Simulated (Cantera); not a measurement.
Feed: 1 mol Cu2O, 0.72 mol CO, 0.28 mol H2, held at 1175 K and 0.000820 bar.

Method: chemical equilibrium by Gibbs-energy minimisation in Cantera with the NASA 1993 tables (ideal gas, pure condensed phases). Candidate condensed phases: C, C6H6, C7H8, C8H18, Cu, CuO, Cu(OH)2, Cu2O, H2O; 113 gas species. Rates play no part.

### Question
What is the equilibrium state?

### Answer
x(CO2): 0.720
x(H2O): 0.280
x(CO): 4.49e-5
x(O2): 2.87e-5
x(H2): 1.36e-5
x(Cu): 7.38e-6
x(OH): 2.26e-6
n(Cu(s)): 2.00 mol
gas amount: 1.000 mol
log10 activity of Cu(OH)2(s) (absent): -8.59
log10 activity of C(graphite) (absent): -13.21
